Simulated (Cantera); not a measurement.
An isothermal, constant-pressure homogeneous reactor starts with 3.57 % C₂H₆, 96.4 % H₂, at 1950 K and 1330 Pa.

Cantera simulation using GRI-Mech 3.0 (53 species, 325 reactions); the numbers are that mechanism's predictions, not measurements. GRI-Mech 3.0 stops at C3 and has no aromatics, soot or wall deposition, so with more carbon than oxygen in the feed, carbon stays in small species such as C2H2 where larger ones or solid carbon would form. Radical loss at walls, strong at low pressure, is not modelled.

x: mole fraction; the columns are a selection and need not sum to one.

| t (s) | x C₂H₆ | x H₂ | x C₂H₄ | x CH₂ | x CH₃ | x C₂H | x C₂H₂ |
|---|---|---|---|---|---|---|---|
| 7.00e-6 | 0.0327 | 0.961 | ___ | 4.70e-7 | 0.00486 | <1e-12 | 7.13e-9 |
| 2.93e-5 | 0.0221 | 0.950 | ___ | 2.02e-5 | 0.0131 | 7.37e-10 | 1.03e-5 |
| 0.000122 | 0.000718 | 0.923 | ___ | 9.54e-5 | 0.0155 | 5.70e-7 | 0.00215 |
| 0.000512 | 2.15e-5 | 0.928 | ___ | 6.70e-5 | 0.0105 | 1.91e-6 | 0.00874 |
| 0.00214 | 1.07e-5 | 0.938 | ___ | 3.47e-5 | 0.00594 | 2.08e-6 | 0.0144 |
| 0.00895 | 3.77e-6 | 0.947 | ___ | 1.49e-5 | 0.00290 | 1.94e-6 | 0.0203 |
| 0.0374 | 9.87e-7 | 0.954 | ___ | 8.35e-6 | 0.00145 | 2.39e-6 | 0.0265 |
| 0.156 | 8.03e-8 | 0.958 | ___ | 3.91e-6 | 0.000463 | 3.61e-6 | 0.0315 |
| 0.654 | 2.06e-9 | 0.957 | 4.00e-6 | 9.90e-7 | 8.45e-5 | 4.90e-6 | 0.0329 |
| 2.74 | 8.20e-11 | 0.957 | 3.77e-6 | 2.16e-7 | 1.69e-5 | 5.30e-6 | 0.0331 |
| 11.4 | 3.04e-11 | 0.957 | 3.77e-6 | 1.23e-7 | 9.57e-6 | 5.31e-6 | 0.0331 |
| 47.8 | 3.01e-11 | 0.957 | 3.77e-6 | 1.22e-7 | 9.52e-6 | 5.32e-6 | 0.0331 |
| 200 | 3.01e-11 | 0.957 | 3.77e-6 | 1.22e-7 | 9.52e-6 | 5.32e-6 | 0.0331 |

Some entries are withheld; supply them.


- 7.00e-6, x C₂H₄: 1.53e-5
- 2.93e-5, x C₂H₄: 0.00123
- 0.000122, x C₂H₄: 0.00456
- 0.000512, x C₂H₄: 0.00118
- 0.00214, x C₂H₄: 0.000481
- 0.00895, x C₂H₄: 0.000180
- 0.0374, x C₂H₄: 5.24e-5
- 0.156, x C₂H₄: 8.51e-6
